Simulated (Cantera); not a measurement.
What does this Cantera script print?

```python
import numpy as np
import cantera as ct

gas = ct.Solution("h2o2.yaml")
gas.TPX = 698, 49000, {'H2': 1, 'O2': 0.417, 'N2': 2.67, 'H2O': 0.085}
inlet = ct.Reservoir(gas, clone=True)
gas.equilibrate("HP")  # start burning
reactor = ct.IdealGasConstPressureReactor(gas, energy="on", clone=False)
exhaust = ct.Reservoir(gas, clone=True)
tau = [0.089, 0.039, 0.017, 0.0074, 0.0033, 0.0014, 0.00062, 0.00027, 0.00012, 5.2e-05, 2.3e-05][0]
for a, b in ((inlet, reactor), (reactor, exhaust)):
    ct.MassFlowController(a, b, mdot=lambda t: reactor.mass / tau)
net = ct.ReactorNet([reactor])
show = ['H2', 'O2', 'H2O', 'HO2', 'OH']

rows = []
print(f"{'tau/s':>10s}{'T/K':>9s}" + "".join(f"{s:>11s}" for s in show))
for tau in [0.089, 0.039, 0.017, 0.0074, 0.0033, 0.0014, 0.00062, 0.00027, 0.00012, 5.2e-05, 2.3e-05]:
    net.initial_time = 0.0
    net.advance(30 * tau)
    before = gas.X
    net.advance(40 * tau)
    drift = np.max(np.abs(gas.X - before) / (gas.X + 1e-9))
    rows.append([gas.T, *gas[show].X, drift])
    print(f"{tau:10.3e}{gas.T:9.1f}" + "".join(f"{x:11.3e}" for x in gas[show].X))
```

It prints:

```
     tau/s      T/K         H2         O2        H2O        HO2         OH
 8.900e-02   2116.4  4.448e-02  5.029e-04  2.396e-01  1.508e-07  2.884e-03
 3.900e-02   2091.1  4.497e-02  9.262e-04  2.371e-01  2.728e-07  3.854e-03
 1.700e-02   2052.8  4.586e-02  1.666e-03  2.334e-01  4.759e-07  5.032e-03
 7.400e-03   1997.3  4.718e-02  2.845e-03  2.281e-01  7.978e-07  6.285e-03
 3.300e-03   1923.6  4.877e-02  4.486e-03  2.215e-01  1.274e-06  7.343e-03
 1.400e-03   1822.7  5.044e-02  6.768e-03  2.131e-01  2.033e-06  7.981e-03
 6.200e-04   1707.2  5.171e-02  9.438e-03  2.044e-01  3.107e-06  7.885e-03
 2.700e-04   1574.2  5.313e-02  1.286e-02  1.947e-01  4.811e-06  7.017e-03
 1.200e-04   1433.7  5.780e-02  1.800e-02  1.826e-01  7.842e-06  5.563e-03
 5.200e-05   1262.1  8.396e-02  3.201e-02  1.548e-01  1.653e-05  3.507e-03
 2.300e-05    698.0  2.397e-01  9.995e-02  2.037e-02  4.606e-15  1.320e-18
```

Cantera simulation using the H2/O2 subset of GRI-Mech 3.0, which has no nitrogen chemistry; the numbers are that mechanism's predictions, not measurements.
